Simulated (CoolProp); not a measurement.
Model: reference Helmholtz-energy equation of state, Lemmon 2006, in CoolProp. It is a short technical equation, of lower accuracy than the large ones.

### Question
For C2F6 (R116), give the phase and the density (kg/m³), speed of sound (m/s), expansivity (1/kK), fugacity coefficient at -95.05 °C and 0.208 MPa; -95.05 °C and 0.964 MPa.

### Answer
- -95.05 °C and 0.208 MPa: liquid; density 1680, speed of sound 633, expansivity 2.48, fugacity coefficient 0.175
- -95.05 °C and 0.964 MPa: liquid; density 1680, speed of sound 637, expansivity 2.45, fugacity coefficient 0.0393
